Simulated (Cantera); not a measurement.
An isothermal, constant-pressure homogeneous reactor starts with 29.4 % NO, 70.6 % N2, at 2150 K and 45.0 Torr.

Detailed kinetics in Cantera: GRI-Mech 3.0 (53 species, 325 reactions).

x: mole fraction; the columns are a selection and need not sum to one.

| t (s) | x NO | x N2O | x O2 | x NO2 | x N2 |
|---|---|---|---|---|---|
| 0.000800 | 0.294 | [?] | 3.03e-7 | 2.25e-7 | 0.706 |
| 0.00163 | 0.294 | [?] | 1.36e-6 | 6.57e-7 | 0.706 |
| 0.00332 | 0.294 | [?] | 6.39e-6 | 1.72e-6 | 0.706 |
| 0.00676 | 0.294 | 4.01e-5 | 3.11e-5 | 4.04e-6 | 0.706 |
| 0.0138 | 0.293 | 4.15e-5 | 0.000147 | 7.97e-6 | 0.706 |
| 0.0280 | 0.292 | 3.92e-5 | 0.000614 | 1.24e-5 | 0.707 |
| 0.0571 | 0.289 | 3.70e-5 | 0.00202 | 1.57e-5 | 0.708 |
| 0.116 | 0.282 | 3.44e-5 | 0.00535 | 1.89e-5 | 0.711 |
| 0.237 | 0.267 | [?] | 0.0128 | 2.39e-5 | 0.719 |
| 0.482 | 0.233 | [?] | 0.0297 | 2.97e-5 | 0.736 |
| 0.982 | 0.165 | [?] | 0.0634 | 3.02e-5 | 0.770 |
| 2.00 | 0.0740 | [?] | 0.109 | 1.77e-5 | 0.815 |

Task: What belongs in the gaps?

Result: 
- 0.000800, x N2O: 1.15e-5
- 0.00163, x N2O: 2.02e-5
- 0.00332, x N2O: 3.14e-5
- 0.237, x N2O: 2.96e-5
- 0.482, x N2O: 2.11e-5
- 0.982, x N2O: 9.72e-6
- 2.00, x N2O: 1.89e-6
